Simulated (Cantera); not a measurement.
Cantera run, input and output.

```python
import numpy as np
import cantera as ct

gas = ct.Solution("gri30.yaml")
gas.TPX = 1200, 32000, {'C2H6': 1, 'N2': 10}
inlet = ct.Reservoir(gas, clone=True)

reactor = ct.IdealGasConstPressureReactor(gas, energy="off", clone=False)
exhaust = ct.Reservoir(gas, clone=True)
tau = [5.5, 1.3, 0.33, 0.08, 0.019, 0.0048, 0.0012, 0.00028][0]
for a, b in ((inlet, reactor), (reactor, exhaust)):
    ct.MassFlowController(a, b, mdot=lambda t: reactor.mass / tau)
net = ct.ReactorNet([reactor])
show = ['C2H6', 'C2H', 'HCN', 'CH3', 'CH4', 'C2H2', 'CH2']

rows = []
print(f"{'tau/s':>10s}{'T/K':>9s}" + "".join(f"{s:>11s}" for s in show))
for tau in [5.5, 1.3, 0.33, 0.08, 0.019, 0.0048, 0.0012, 0.00028]:
    net.initial_time = 0.0
    net.advance(30 * tau)
    before = gas.X
    net.advance(40 * tau)
    drift = np.max(np.abs(gas.X - before) / (gas.X + 1e-9))
    rows.append([gas.T, *gas[show].X, drift])
    print(f"{tau:10.3e}{gas.T:9.1f}" + "".join(f"{x:11.3e}" for x in gas[show].X))
```

Output:

```
     tau/s      T/K       C2H6        C2H        HCN        CH3        CH4       C2H2        CH2
 5.500e+00   1200.0  1.006e-03  1.178e-10  2.037e-11  5.013e-06  1.717e-02  4.399e-02  3.691e-11
 1.300e+00   1200.0  2.614e-03  1.548e-10  1.894e-11  7.509e-06  1.518e-02  3.656e-02  8.685e-11
 3.300e-01   1200.0  7.258e-03  1.528e-10  1.848e-11  1.209e-05  1.350e-02  2.392e-02  2.062e-10
 8.000e-02   1200.0  2.215e-02  9.019e-11  1.682e-11  2.103e-05  9.879e-03  9.571e-03  4.796e-10
 1.900e-02   1200.0  5.515e-02  2.813e-11  1.324e-11  3.318e-05  4.076e-03  1.745e-03  8.314e-10
 4.800e-03   1200.0  7.996e-02  6.834e-12  1.039e-11  3.794e-05  1.027e-03  1.589e-04  9.111e-10
 1.200e-03   1200.0  8.859e-02  1.072e-12  5.747e-12  3.071e-05  1.931e-04  7.027e-06  5.827e-10
 2.800e-04   1200.0  9.068e-02  2.528e-14  6.627e-13  1.496e-05  2.144e-05  5.679e-08  1.170e-10
```

Detailed kinetics in Cantera: GRI-Mech 3.0 (53 species, 325 reactions). GRI-Mech 3.0 stops at C3 and has no aromatics, soot or wall deposition, so with more carbon than oxygen in the feed, carbon stays in small species such as C2H2 where larger ones or solid carbon would form.
